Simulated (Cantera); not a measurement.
What does this Cantera script print?

```python
import numpy as np
import cantera as ct

gas_names = """
    P2 NO2 N2
""".split()
cond_names = """
    P4O10(s)
""".split()


# ... load() reads the species with a 1 bar reference pressure and builds the phases ...
species = {s.name: s for s in load("nasa_gas.yaml", gas_names) + load("nasa_condensed.yaml", cond_names)}
# Each term lists the table entries of one substance; the one whose range holds T is used.
reactions = {
    '4 P2(g) + 10 NO2(g) = 2 P4O10 + 5 N2(g)':
        [(-4, ['P2']), (-10, ['NO2']), (2, ['P4O10(s)']), (5, ['N2'])],
}


def pick(names, T):
    return next(species[n] for n in names if species[n].thermo.min_temp <= T <= species[n].thermo.max_temp)


results = []
for label, terms in reactions.items():
    print(label)
    print("     T/K   dH/kJ  dS/(J/K)   dG/kJ   log10 K")
    for T in [498, 523, 548, 573, 598, 623, 648, 673]:
        used = [(nu, pick(names, T)) for nu, names in terms]
        dH = sum(nu * s.thermo.h(T) for nu, s in used) / 1e6
        dS = sum(nu * s.thermo.s(T) for nu, s in used) / 1e3
        dG = dH - T * dS / 1e3
        logK = -dG * 1e6 / (ct.gas_constant * T * np.log(10))
        results.append((label, T, dH, dS, dG, logK, [s.name for _, s in used]))
        print(f"{T:8g} {dH:8.1f} {dS:8.1f} {dG:8.1f} {logK:8.2f}")
```

Output:

```
4 P2(g) + 10 NO2(g) = 2 P4O10 + 5 N2(g)
     T/K   dH/kJ  dS/(J/K)   dG/kJ   log10 K
     498  -6911.7  -1797.1  -6016.7   631.08
     523  -6907.2  -1788.4  -5971.9   596.43
     548  -6902.5  -1779.6  -5927.3   564.97
     573  -6897.5  -1770.7  -5882.9   536.28
     598  -6892.3  -1761.7  -5838.8   510.00
     623  -6886.8  -1752.7  -5794.9   485.85
     648  -6881.0  -1743.6  -5751.2   463.59
     673  -6874.9  -1734.4  -5707.7   442.99
```

Cantera with NASA thermochemical tables; ideal gases at 1 bar, condensed phases pure. Condensed species are held in their standard states even where they would react or evaporate.
